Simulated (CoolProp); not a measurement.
Cyclopentane at several states: density (kg/m³) from the reference equation and from simpler models built on Tc = 238.6 °C, pc = 4583 kPa, ω = 0.202; each cubic takes its own stable root.

Values from CoolProp's reference Helmholtz-energy equation of state, Gedanitz 2015.

```csv
T (°C),p (kPa),phase,reference
-56.65,12100,liquid,822.9
156.15,4990,liquid,598.5
76.95,4400,liquid,692.3
133.45,2840,liquid,622.7
210.05,23500,liquid,589.3
```

**Question.** How far does each simpler model (Redlich-Kwong, Soave-Redlich-Kwong, Peng-Robinson) lie from the reference over these 5 states: mean and median of the absolute difference, and the worst?

**Answer.** 
- Redlich-Kwong: mean 7.0 %, median 6.5 %, worst -9.5 % at 156.15 °C and 4990 kPa
- Soave-Redlich-Kwong: mean 5.1 %, median 5.1 %, worst -6.5 % at 156.15 °C and 4990 kPa
- Peng-Robinson: mean 6.9 %, median 6.5 %, worst +8.3 % at 76.95 °C and 4400 kPa
